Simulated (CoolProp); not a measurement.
A single-stage vapour-compression cycle with the fluid: evaporating at 222.15 K (dew point), condensing at 251.15 K (bubble point), superheat 8 K, subcooling 5 K, compressor efficiency 0.7, no pressure losses. The same conditions are run with several fluids, on thermodynamics alone (safety and materials aside).

The numbers come from the reference Helmholtz-energy equation of state of each fluid (R125: Lemmon 2005; R407C: Lemmon 2003; dimethyl ether: Wu 2011; hydrogen chloride: Thol 2018; carbonyl sulfide: Lemmon 2006; R134a: Tillner-Roth 1994) in CoolProp. Blends and air are pseudo-pure fits.

```csv
fluid,cooling COP,pressure ratio,discharge temperature (K),refrigerating effect (kJ/kg),volumetric capacity (kJ/m³)
R125,4.89,3.57,[?],[?],819
R407C,3.83,5.46,308.7,224,490
dimethyl ether,4.93,4.13,[?],[?],304
hydrogen chloride,[?],2.74,331.8,369,[?]
carbonyl sulfide,4.80,[?],321.1,286,897
R134a,[?],4.38,287.2,208,313
```

**Question.** Some entries are withheld; supply them.

**Answer.** 
- R125, discharge temperature (K): 275.0
- R125, refrigerating effect (kJ/kg): 144
- dimethyl ether, discharge temperature (K): 299.8
- dimethyl ether, refrigerating effect (kJ/kg): 451
- hydrogen chloride, cooling COP: 4.56
- hydrogen chloride, volumetric capacity (kJ/m³): 3850
- carbonyl sulfide, pressure ratio: 3.26
- R134a, cooling COP: 4.95
